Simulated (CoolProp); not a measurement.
The numbers come from the reference Helmholtz-energy equation of state, Lemmon 2006 in CoolProp. It is a short technical equation, of lower accuracy than the large ones.

**Question.** For nitrous oxide, give the phase and the density (kg/m³), cv (kJ/(kg K)), speed of sound (m/s), Joule-Thomson coefficient (K/MPa) at 270.7 K and 104 bar; 317.5 K and 104 bar.

**Answer.** 
- 270.7 K and 104 bar: liquid; density 963, cv 0.908, speed of sound 669, Joule-Thomson coefficient 0.0918
- 317.5 K and 104 bar: supercritical; density 661, cv 0.954, speed of sound 314, Joule-Thomson coefficient 2.04
